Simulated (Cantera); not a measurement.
An isothermal, constant-pressure homogeneous reactor starts with 2.13 % C₂H₆, 97.9 % N₂, at 1100 K and 101000 Pa.

Computed with Cantera and GRI-Mech 3.0 (53 species, 325 reactions). GRI-Mech 3.0 stops at C3 and has no aromatics, soot or wall deposition, so with more carbon than oxygen in the feed, carbon stays in small species such as C2H2 where larger ones or solid carbon would form.

Q: Predict: x(C₂H₆) at 200 s; x(C₂H₂) at 200 s; x(C₂H₄) at 200 s; x(CH₃) at 200 s; x(H) at 200 s.

A: 
| Quantity | Result |
|---|---|
| x(C₂H₆) at 200 s | 0.000110 (gas-phase equilibrium 1.20e-5) |
| x(C₂H₂) at 200 s | 0.00716 (gas-phase equilibrium 0.00235) |
| x(C₂H₄) at 200 s | 0.00980 (gas-phase equilibrium 0.00183) |
| x(CH₃) at 200 s | 1.82e-7 (gas-phase equilibrium 8.26e-8) |
| x(H) at 200 s | 2.72e-8 (gas-phase equilibrium 2.78e-9) |
